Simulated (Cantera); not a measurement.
A closed system holds: 1 mol SiH4, 18 mol NH3, 25 mol N2, equilibrated at 1427 °C and 100000 Pa.

These are equilibrium values from Cantera (NASA tables, ideal gas, pure condensed phases), not measurements of a reactor. Candidate condensed phases: Si, Si3N4; 18 gas species. Equilibrium is a limit: real reactors are often held back by kinetics, nucleation or transport.

Base state: N2 0.535, H2 0.465, H 0.000100 (mole fractions); condensed: Si3N4(s).

Q: What changes in the equilibrium state with this change: NH3 from 18 to 1.3 mol?

A: 
| species | before | after |
|---|---|---|
| N2 | 0.535 | 0.863 |
| H2 | 0.465 | 0.136 |
| H | 0.000100 | 5.44e-5 |
| Si3N4(s), mol | 0.333 | 0.333 |
